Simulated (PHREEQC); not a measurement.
Make-up at 51 °C: 0.0043 mol/kgw CuSO4 and 0.026 mol/kgw AlCl3. Closed to the air; pH follows from the charge balance.

Computed with PHREEQC (ion-association model, wateq4f.dat).

Precipitation was switched off in this run.

Problem. Predict the pH, ionic strength.

Solution. pH 3.21; ionic strength 0.148 mol/kgw.

Problem. In which forms is Cl present?

Solution. Cl- 99 %, CuCl+ 1.0 % of the Cl.

Examples of supersaturated solids here: Gibbsite (slow to form), Boehmite (slow to form). Others may be too. Species that the database lacks are ignored. Away from 25 °C the constants follow the database's enthalpies or fits; those with neither stay at their 25 °C values.
